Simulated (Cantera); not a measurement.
Gas-phase reforming

An isothermal, constant-pressure homogeneous reactor starts with 33.3 % CH₄, 66.7 % H₂O, at 1300 K and 3.30 bar.

Model: GRI-Mech 3.0 (53 species, 325 reactions), integrated in Cantera.

```csv
t (s),x CH₄,x H₂O,x OH,x C₂H₆,x C₂H₂,x HO₂,x CH₃
9.00e-5,0.333,0.667,1.12e-9,4.90e-9,<1e-12,<1e-12,8.32e-7
0.000388,0.333,0.667,4.00e-9,3.15e-7,<1e-12,<1e-12,3.00e-6
0.00167,0.333,0.667,6.01e-9,5.54e-6,1.26e-10,<1e-12,4.51e-6
0.00722,0.333,0.667,6.41e-9,3.07e-5,5.50e-9,<1e-12,4.81e-6
0.0311,0.333,0.667,7.72e-9,0.000128,2.88e-7,<1e-12,5.79e-6
0.134,0.332,0.666,1.02e-8,0.000361,2.23e-5,<1e-12,7.63e-6
0.579,0.326,0.664,1.07e-8,0.000411,0.000835,<1e-12,7.93e-6
2.49,0.304,0.654,9.89e-9,0.000297,0.00728,<1e-12,6.94e-6
10.8,0.243,0.625,1.12e-8,0.000327,0.0179,<1e-12,6.56e-6
46.4,0.220,0.584,1.24e-8,0.000465,0.0143,<1e-12,7.03e-6
200,0.220,0.521,9.33e-9,0.000329,0.00539,<1e-12,5.92e-6
```
x: mole fraction; the columns are a selection and need not sum to one.

Equilibrium at this temperature and pressure: CH₄ 0.000187, H₂O 0.173, OH 1.75e-9, C₂H₆ 7.61e-11, C₂H₂ 1.25e-10, HO₂ <1e-12, CH₃ 2.84e-9 (gas phase only).
